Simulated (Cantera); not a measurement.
Feed: 1 mol C2F6, 0.36 mol H2, equilibrated at 3098.15 K and 10000 Pa.

Equilibrium computed with Cantera from the NASA thermochemical tables; the gas is ideal and each condensed phase is pure. The feed counts by its element totals alone. Kinetics and transport are ignored.

```csv
species,before,after
HF,0.136,0.513
F,0.619,0.368
CF,0.0872,0.0518
CF2,0.145,0.0512
H2,1.16e-6,4.71e-5
CF4,0.000160,1.99e-5
C2H,1.16e-5,7.40e-5
H,0.000720,0.00459
CF3,0.000847,0.000177
C2HF,9.45e-6,3.58e-5
"C(graphite), mol",0.608,1.23
```
Gas species are given as mole fractions.

Q: Name the change that produced these shifts.
A) H2 from 0.36 to 1.5 mol
B) H2 from 0.36 to 0.25 mol
C) temperature from 3098.15 K to 2223 K
D) temperature from 3098.15 K to 3423.15 K

A: A, H2 from 0.36 to 1.5 mol
